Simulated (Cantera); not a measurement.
A Cantera script and its output.

```python
import numpy as np
import cantera as ct

gas = ct.Solution("gri30.yaml")
gas.TPX = 425, 57000, {'C3H8': 1, 'O2': 6.76, 'N2': 25.4, 'H2O': 4.8}
flame = ct.FreeFlame(gas, width=0.059)
flame.set_refine_criteria(ratio=3, slope=0.08, curve=0.16)
flame.transport_model = "mixture-averaged"
flame.solve(loglevel=0, auto=True)
z, T = flame.grid, flame.T
thick = (T[-1] - T[0]) / np.gradient(T, z).max()
show = ['C3H8', 'O2', 'H2O', 'HCO', 'NO2', 'CH2']
print(f"laminar burning velocity  {flame.velocity[0] * 100:.3f} cm/s")
print(f"burnt temperature         {T[-1]:.1f} K")
print(f"thermal thickness         {thick * 1e3:.4f} mm")
print(f"grid points               {len(z)}")
z0 = z[flame.heat_release_rate.argmax()]
print(f"{'z/mm':>9s}{'T/K':>9s}{'u/(m/s)':>9s}" + "".join(f"{s:>11s}" for s in show))
rows = []
for k in (-3, -2, -1.5, -1, -0.5, -0.25, 0, 0.25, 0.5, 1, 2, 4, 8):
    zz = z0 + k * thick
    rows.append([k * thick, np.interp(zz, z, T), np.interp(zz, z, flame.velocity),
                 *(np.interp(zz, z, flame.X[gas.species_index(s)]) for s in show)])
    print(f"{rows[-1][0] * 1e3:9.3f}{rows[-1][1]:9.1f}{rows[-1][2]:9.3f}" + "".join(f"{x:11.3e}" for x in rows[-1][3:]))
```

Result:

```
laminar burning velocity  44.159 cm/s
burnt temperature         1850.9 K
thermal thickness         0.8440 mm
grid points               136
     z/mm      T/K  u/(m/s)       C3H8         O2        H2O        HCO        NO2        CH2
   -2.532    425.2    0.442  2.633e-02  1.780e-01  1.264e-01  1.449e-19  3.484e-11  1.312e-22
   -1.688    427.5    0.445  2.630e-02  1.776e-01  1.266e-01  1.123e-15  6.319e-10  7.705e-19
   -1.266    434.9    0.453  2.626e-02  1.768e-01  1.274e-01  1.400e-13  2.918e-09  1.228e-16
   -0.844    481.6    0.504  2.592e-02  1.725e-01  1.321e-01  5.902e-11  1.896e-08  1.713e-13
   -0.422    768.2    0.816  2.032e-02  1.465e-01  1.554e-01  9.518e-08  5.390e-08  1.061e-08
   -0.211   1083.7    1.171  9.118e-03  1.157e-01  1.787e-01  3.554e-06  1.661e-08  1.025e-06
    0.000   1403.6    1.535  4.567e-04  8.070e-02  2.018e-01  2.358e-05  2.684e-09  1.200e-05
    0.211   1545.1    1.686  6.043e-07  6.197e-02  2.110e-01  4.551e-06  6.473e-10  3.150e-06
    0.422   1604.4    1.741  2.178e-10  5.504e-02  2.130e-01  2.235e-07  6.184e-10  1.670e-07
    0.844   1676.8    1.809  8.757e-16  4.987e-02  2.148e-01  7.248e-09  7.798e-10  5.203e-10
    1.688   1749.6    1.879  4.946e-25  4.654e-02  2.187e-01  1.530e-09  1.133e-09  2.280e-14
    3.376   1803.6    1.931  8.743e-36  4.468e-02  2.227e-01  2.486e-10  1.818e-09  3.300e-19
    6.752   1833.6    1.960 -8.750e-44  4.385e-02  2.252e-01  2.547e-11  2.841e-09  2.983e-21
```

Computed with Cantera and GRI-Mech 3.0 (53 species, 325 reactions). GRI-Mech 3.0 was tuned for natural gas; its chemistry of propane as a main component is partial and can be far from experiment. Burning velocities carry a grid error of a few per cent, more on coarse grids.
